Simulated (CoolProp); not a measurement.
CH3F (R41) at several states: Z from the reference equation and from simpler models built on Tc = 317.3 K, pc = 5906 kPa, ω = 0.200; each cubic takes its own stable root.

Computed with CoolProp (reference Helmholtz-energy equation of state, Lemmon 2006). It is a short technical equation, of lower accuracy than the large ones.

```tsv
T (K)	p (kPa)	phase	reference
409.1	513	gas	0.9854
186.3	58	gas	0.9705
255.4	32600	liquid	0.6450
197.9	40.8	gas	0.9845
153.9	15100	liquid	0.4123
```

Problem. How far does each simpler model (van der Waals, Redlich-Kwong, Peng-Robinson) lie from the reference over these 5 states: mean and median of the absolute difference, and the worst?

Solution. 
- van der Waals: mean 32.7 %, median 2.0 %, worst +87.9 % at 153.9 K and 15100 kPa
- Redlich-Kwong: mean 11.4 %, median 1.5 %, worst +28.4 % at 153.9 K and 15100 kPa
- Peng-Robinson: mean 5.2 %, median 1.3 %, worst +13.2 % at 153.9 K and 15100 kPa
